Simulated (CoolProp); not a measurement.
Computed with CoolProp (reference Helmholtz-energy equation of state, Lemmon 2006). It is a short technical equation, of lower accuracy than the large ones.

Question: For C2F6 (R116), give the phase and the density (kg/m³), cv (kJ/(kg K)), expansivity (1/kK), conductivity (mW/(m K)) at 272.9 K and 3.33 MPa.

Answer: 
- 272.9 K and 3.33 MPa: liquid; density 1190, cv 0.740, expansivity 7.34, conductivity 47.6

Thermal conductivity comes from a separate model (Huber 2003), an estimate that may be off by 10 % or more.
